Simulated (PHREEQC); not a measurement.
Synthetic water in mg/kgw, 20 °C, pH 7.07, pe 10.3: Na 6810; K 238; Ca 192; Mg 101; Cl 9760; S(6) as SO4 2380; Alkalinity as HCO3 52.6; N(5) as NO3 2.38; Li 0.335; Si as SiO2 22.4; O(0) (dissolved oxygen) 5.14; Br 163.

Valence states are taken as typed.

Computed with PHREEQC (ion-association model, phreeqc.dat).

**Question.** The ionic strength comes out as 0.339 mol/kgw. What activity coefficients do NaSO4-, CO3-2, Mg+2, Li+, Ca+2 get?

**Answer.** NaSO4- 0.72, CO3-2 0.26, Mg+2 0.31, Li+ 0.73, Ca+2 0.28.

Precipitation was switched off in this run. Examples of supersaturated solids here: Quartz (slow to form), Chalcedony (slow to form). Others may be too. Species that the database lacks are ignored.
